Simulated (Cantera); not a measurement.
Input: 1 mol SiH₄, 5.7 mol O₃, at 0.000900 bar.

These are equilibrium values from Cantera (NASA tables, ideal gas, pure condensed phases), not measurements of a reactor. Candidate condensed phases: H₂O, Si, SiO₂; 18 gas species. The tables hold silica as quartz up to 1696 K and as liquid above; real silica turns to tridymite and cristobalite and melts near 1996 K. Equilibrium is a limit: real reactors are often held back by kinetics, nucleation or transport.

Question: At 1748 K, list the 6 most abundant gas species with their mole fractions, and the condensed phases.

Answer: O₂ 0.762, H₂O 0.230, OH 0.00603, O 0.00213, H₂ 0.000287, H 0.000129. Condensed: SiO₂(condensed).
